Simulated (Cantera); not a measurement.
Charge: 1 mol SiH2Cl2, 12 mol NO, at 802 °C and 0.225 Torr.

These are equilibrium values from Cantera (NASA tables, ideal gas, pure condensed phases), not measurements of a reactor. Candidate condensed phases: H2O, NH4Cl, Si, SiO2, Si2N2O, Si3N4; 47 gas species. The numbers say what is thermodynamically allowed, not how fast it happens.

Base state: N2 0.462, O2 0.381, HCl 0.139, H2O 0.00778, Cl2 0.00543, Cl 0.00470, NO 6.95e-5 (mole fractions); condensed: SiO2(β-quartz).

### Question
What changes in the equilibrium state with this change: pressure from 0.225 Torr to 1.00 Torr?

### Answer
```tsv
species	before	after
N2	0.462	0.463
O2	0.381	0.381
HCl	0.139	0.135
Cl2	0.00543	0.00850
H2O	0.00778	0.00990
Cl	0.00470	0.00279
NO	6.95e-5	6.96e-5
SiO2(β-quartz), mol	1.00	1.00
```

### Question
What changes in the equilibrium state with this change: SiH2Cl2 replaced by TEOS?

### Answer
| species | before | after |
|---|---|---|
| H2 | <1e-9 | 0.281 |
| N2 | 0.462 | 0.250 |
| CO | 0 | 0.219 |
| O2 | 0.381 | <1e-9 |
| HCl | 0.139 | 0 |
| CO2 | 0 | 0.114 |
| H2O | 0.00778 | 0.136 |
| Cl2 | 0.00543 | 0 |
| Cl | 0.00470 | 0 |
| NO | 6.95e-5 | <1e-9 |
| SiO2(β-quartz), mol | 1.00 | 1.00 |
The feed counts by its element totals alone. Further candidate phases: C, C6H6, C7H8, C8H18, SiC.
